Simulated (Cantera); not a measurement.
Input (Python, Cantera) and output of one run.

```python
import numpy as np
import cantera as ct

gas_names = """
    H2S N2 NH3
""".split()
cond_names = """
    S(cr1) S(cr2) S(L)
""".split()


def load(file, names, dense=False):
    # The tables refer to 1 bar. Condensed volumes are neglected.
    table = {s.name: s for s in ct.Species.list_from_file(file)}
    out = []
    for n in names:
        d = dict(table[n].input_data)
        d["thermo"] = dict(d["thermo"], **{"reference-pressure": 1e5})
        if dense:
            d["equation-of-state"] = {"model": "constant-volume", "density": "1e6 g/cm^3"}
        out.append(ct.Species.from_dict(d))
    return out


species = {s.name: s for s in load("nasa_gas.yaml", gas_names) + load("nasa_condensed.yaml", cond_names)}
# Each term lists the table entries of one substance; the one whose range holds T is used.
reactions = {
    '3 H2S(g) + N2(g) = 3 S + 2 NH3(g)':
        [(-3, ['H2S']), (-1, ['N2']), (3, ['S(cr1)', 'S(cr2)', 'S(L)']), (2, ['NH3'])],
}


def pick(names, T):
    return next(species[n] for n in names if species[n].thermo.min_temp <= T <= species[n].thermo.max_temp)


results = []
for label, terms in reactions.items():
    print(label)
    print("     T/K   dH/kJ  dS/(J/K)   dG/kJ   log10 K")
    for T in [650, 700, 750, 800, 850, 900, 950, 1000, 1050]:
        used = [(nu, pick(names, T)) for nu, names in terms]
        dH = sum(nu * s.thermo.h(T) for nu, s in used) / 1e6
        dS = sum(nu * s.thermo.s(T) for nu, s in used) / 1e3
        dG = dH - T * dS / 1e3
        logK = -dG * 1e6 / (ct.gas_constant * T * np.log(10))
        results.append((label, T, dH, dS, dG, logK, [s.name for _, s in used]))
        print(f"{T:8g} {dH:8.1f} {dS:8.1f} {dG:8.1f} {logK:8.2f}")
```

It prints:

```
3 H2S(g) + N2(g) = 3 S + 2 NH3(g)
     T/K   dH/kJ  dS/(J/K)   dG/kJ   log10 K
     650     -8.3   -278.7    172.8   -13.89
     700     -6.4   -275.9    186.7   -13.93
     750     -4.7   -273.5    200.4   -13.96
     800     -2.9   -271.2    214.0   -13.98
     850     -1.0   -268.9    227.5   -13.98
     900      1.2   -266.4    240.9   -13.98
     950      3.5   -263.9    254.2   -13.98
    1000      5.6   -261.8    267.3   -13.96
    1050      7.4   -260.0    280.4   -13.95
```

Cantera with NASA thermochemical tables; ideal gases at 1 bar, condensed phases pure. Condensed species are held in their standard states even where they would react or evaporate.
